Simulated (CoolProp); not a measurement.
Computed with CoolProp (reference Helmholtz-energy equation of state, Platzer 1990). This equation is an older, rougher fit; its heat capacities, sound speeds and derivatives of the liquid may be far off and weren't checked against measurements.

Question: For CF4 (R14), give the phase and the Z, conductivity (mW/(m K)) at -8.45 °C and 4700 kPa; -8.45 °C and 6270 kPa; -8.45 °C and 14100 kPa.

Answer: 
- -8.45 °C and 4700 kPa: supercritical; Z 0.709, conductivity 18.2
- -8.45 °C and 6270 kPa: supercritical; Z 0.604, conductivity 22.4
- -8.45 °C and 14100 kPa: supercritical; Z 0.596, conductivity 38.8

Thermal conductivity comes from a separate model (Huber 2003), an estimate that may be off by 10 % or more.
